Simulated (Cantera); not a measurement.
Feed: 1 mol C3H8, 0.054 mol CO2, 3.6 mol H2, 1.5 mol O2, at 1427 °C and 1 atm.

Equilibrium computed with Cantera from the NASA thermochemical tables; the gas is ideal and each condensed phase is pure. Candidate condensed phases: C, C6H6, C7H8, C8H18, H2O; 110 gas species. Equilibrium is a limit: real reactors are often held back by kinetics, nucleation or transport.

Base state: H2 0.709, CO 0.286, H2O 0.00454, CO2 0.000537, H 0.000123, CH4 1.22e-5 (mole fractions); condensed: gas only.

### Question
What changes in the equilibrium state with this change: temperature from 1427 °C to 702 °C?

### Answer
| species | before | after |
|---|---|---|
| H2 | 0.709 | 0.645 |
| CO | 0.286 | 0.191 |
| H2O | 0.00454 | 0.0751 |
| CH4 | 1.22e-5 | 0.0529 |
| CO2 | 0.000537 | 0.0356 |
| H | 0.000123 | <1e-9 |
| C(graphite), mol | 0 | 0.478 |
